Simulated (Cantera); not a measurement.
An isothermal, constant-pressure homogeneous reactor starts with NH₃ : N₂ = 1 : 12 (molar parts), at 1675 K and 101000 Pa.

Computed with Cantera and the gas-phase N/H chemistry of the illustrative SiF4/NH3 mechanism in the Surface Chemkin manual (1991). Walls and surfaces, which speed up NH3 decomposition in real reactors, are not modelled.

One state of this run: x NH₃ = 0.0659; x N₂H₂ = 6.50e-8; x H₂ = 0.0153; x N = 2.56e-8; x N₂H₄ = 1.94e-8; x NH = 4.83e-7. x: mole fraction; the columns are a selection and need not sum to one.

Problem. Which value of t (s) does it belong to?
A) 0.317
B) 1.59
C) 0.000502
D) 0.0632

Solution. A, 0.317
